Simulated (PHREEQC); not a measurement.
Dissolve 3.5 mmol/kgw BaCl2 at 20 °C. Closed to the air; pH follows from the charge balance.

Equilibrium calculation in PHREEQC: ion-association model, wateq4f.dat.

```
Property                Result
--------------  --------------
ionic strength  0.0105 mol/kgw
```

| species | molality | activity | log γ |
|---|---|---|---|
| Cl- | 0.00700 | 0.00629 | -0.046 |
| Ba+2 | 0.00350 | 0.00233 | -0.177 |
| H+ | 9.15e-8 | 8.35e-8 | -0.040 |
| OH- | 9.05e-8 | 8.13e-8 | -0.046 |
| BaOH+ | 1.05e-9 | 9.44e-10 | -0.044 |

No solid was allowed to form.
